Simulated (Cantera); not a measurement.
Input: 1 mol TiO2, 0.35 mol Cl2, 0.072 mol O2, held at 101000 Pa.

Cantera equilibrium calculation (NASA polynomials, part measured and part estimated; ideal gas, pure solids and liquids). Candidate condensed phases: Ti, TiCl2, TiCl3, TiCl4, TiO, TiO2, Ti2O3, Ti3O5, Ti4O7; 15 gas species. Condensed phases not in the tables: TiOCl. Equilibrium is a limit: real reactors are often held back by kinetics, nucleation or transport.

At 998 K, list the 3 most abundant gas species with their mole fractions, and the condensed phases.

Cl2 0.829, O2 0.171, Cl 0.000341. Condensed: TiO2(rutile).
